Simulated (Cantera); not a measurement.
A perfectly stirred reactor is fed with H₂ : O₂ = 0.011 : 1 (molar parts), equivalence ratio 0.0055, at 20.0 Torr; it is held at 900 K, and followed from long to short residence time.

Model: GRI-Mech 3.0 (53 species, 325 reactions), integrated in Cantera. Radical loss at walls, strong at low pressure, is not modelled. Below about 950 K walls govern HO2 and H2O2 in real vessels.

One state of this run: x H₂ = 0.00205; x O₂ = 0.988; x OH = 0.000266; x H₂O₂ = 2.25e-7; x O = 0.000846; x H₂O = 0.00865. x: mole fraction; the columns are a selection and need not sum to one.

Which value of τ (s) does it belong to?
A. 0.46
B. 0.071
C. 0.038
D. 0.020

C, 0.038
